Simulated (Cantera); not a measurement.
An isothermal, constant-pressure homogeneous reactor starts with C₂H₄ : H₂ = 1 : 32 (molar parts), at 1573 K and 45.8 Torr. Integrator tolerance rtol = 1e-08.

Computed with Cantera and GRI-Mech 3.0 (53 species, 325 reactions). GRI-Mech 3.0 was tuned for natural gas; its chemistry of ethylene as a main component is partial and can be far from experiment. GRI-Mech 3.0 stops at C3 and has no aromatics, soot or wall deposition, so with more carbon than oxygen in the feed, carbon stays in small species such as C2H2 where larger ones or solid carbon would form.

Problem. What does this change do: temperature 1573 to 1473 K?

Solution. 
```json
[
 {"quantity": "x(C₂H₄) at 7.00 s", "before": "0.000239 (gas-phase equilibrium 0.000227)", "after": "0.000618 (gas-phase equilibrium 0.000526)"},
 {"quantity": "x(H₂) at 7.00 s", "before": "0.970 (gas-phase equilibrium 0.968)", "after": "0.970 (gas-phase equilibrium 0.965)"},
 {"quantity": "x(H) at 7.00 s", "before": "0.000166 (gas-phase equilibrium 0.000163)", "after": "5.61e-5 (gas-phase equilibrium 5.07e-5)"},
 {"quantity": "x(CH₄) at 7.00 s", "before": "0.000845 (gas-phase equilibrium 0.00385)", "after": "0.00101 (gas-phase equilibrium 0.0102)"},
 {"quantity": "x(CH₂) at 7.00 s", "before": "4.67e-10 (gas-phase equilibrium 2.00e-9)", "after": "5.87e-11 (gas-phase equilibrium 4.55e-10)"},
 {"quantity": "x(CH₃) at 7.00 s", "before": "2.94e-6 (gas-phase equilibrium 1.31e-5)", "after": "1.18e-6 (gas-phase equilibrium 1.08e-5)"},
 {"quantity": "x(C₂H) at 7.00 s", "before": "1.43e-8 (gas-phase equilibrium 1.33e-8)", "after": "2.60e-9 (gas-phase equilibrium 2.01e-9)"}
]
```

Problem. What does this change do: pressure from 45.8 Torr to 20.0 Torr?

Solution. 
| quantity | before | after |
|---|---|---|
| x(C₂H₄) at 7.00 s | 0.000239 (gas-phase equilibrium 0.000227) | 0.000106 (gas-phase equilibrium 0.000103) |
| x(H₂) at 7.00 s | 0.970 (gas-phase equilibrium 0.968) | 0.970 (gas-phase equilibrium 0.969) |
| x(H) at 7.00 s | 0.000166 (gas-phase equilibrium 0.000163) | 0.000249 (gas-phase equilibrium 0.000247) |
| x(CH₄) at 7.00 s | 0.000845 (gas-phase equilibrium 0.00385) | 0.000145 (gas-phase equilibrium 0.00172) |
| x(CH₂) at 7.00 s | 4.67e-10 (gas-phase equilibrium 2.00e-9) | 1.83e-10 (gas-phase equilibrium 2.05e-9) |
| x(CH₃) at 7.00 s | 2.94e-6 (gas-phase equilibrium 1.31e-5) | 7.52e-7 (gas-phase equilibrium 8.88e-6) |
| x(C₂H) at 7.00 s | 1.43e-8 (gas-phase equilibrium 1.33e-8) | 2.17e-8 (gas-phase equilibrium 2.10e-8) |
Radical loss at walls, strong at low pressure, is not modelled.
